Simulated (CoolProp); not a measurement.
Vapour-liquid equilibrium of R134a (1) + R236FA (2) at 248.3 K; x and y are mole fractions of (1).

Values from CoolProp's multi-fluid Helmholtz-energy mixture model, Tillner-Roth 1994 and Pan 2012; pair parameters Bell 2016.

```tsv
x	bubble pressure, mixture model (MPa)	bubble pressure, Raoult's law (MPa)	y, mixture model	y, Raoult's law
0.05	0.03779	0.03788	___	0.141
0.125	___	0.04334	0.301	0.309
0.2	0.04843	0.04881	0.429	0.439
0.275	0.05377	0.05428	0.532	0.543
0.35	0.05913	0.05974	0.617	0.628
0.425	0.06452	0.06521	0.688	0.698
0.5	0.06994	0.07068	0.749	0.758
0.575	___	0.07615	0.802	0.809
0.65	0.08092	0.08161	0.848	0.853
0.725	0.08648	0.08708	0.888	0.892
0.8	0.09207	0.09255	___	0.926
0.875	0.09770	0.09801	0.955	0.956
0.95	___	0.1035	0.983	0.983
```

### Question
What belongs in the gaps?

### Answer

- 0.05, y, mixture model: 0.137
- 0.125, bubble pressure, mixture model (MPa): 0.04311
- 0.575, bubble pressure, mixture model (MPa): 0.07541
- 0.8, y, mixture model: 0.923
- 0.95, bubble pressure, mixture model (MPa): 0.1033

The largest gap from Raoult's law is -1.1 % in bubble pressure, at x = 0.425. No azeotrope shows between x = 0.05 and 0.95.

The pair parameters rest on a limited set of measurements; away from them the model extrapolates.
